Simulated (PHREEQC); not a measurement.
Make-up at 25 °C: 0.00032 mol MgCl2, 0.016 mol Na2SO4 and 0.00031 mol MgSO4 per kg of water. Closed to the air; pH follows from the charge balance.

Model: ion-association model, phreeqc.dat, run in PHREEQC.

This is a speciation only: nothing precipitates in the calculation.

Task: Estimate the ionic strength.

Result: ionic strength 0.0469 mol/kgw.

Task: In which forms is S present?

Result: SO4-2 92 %, NaSO4- 6.6 %, MgSO4 1.7 % of the S.

Complexes and solids missing from the database can't appear.
